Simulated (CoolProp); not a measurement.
Values from CoolProp's reference Helmholtz-energy equation of state, Lemmon 2006. It is a short technical equation, of lower accuracy than the large ones.

Problem. Give the vapour pressure (MPa), vapour density (kg/m³), surface tension (mN/m), liquid viscosity (µPa s) of saturated C2F6 (R116) at 239.7, 253.2 K.

Solution. 
```tsv
T (K)	p (MPa)	vapour density (kg/m³)	surface tension (mN/m)	liquid viscosity (µPa s)
239.7	0.680	56.9	5.25	198
253.2	1.05	90.0	3.66	156
```

Viscosity comes from a separate model (Huber 2003), an estimate that may be off by 10 % or more. Surface tension comes from a separate correlation (Mulero 2012).
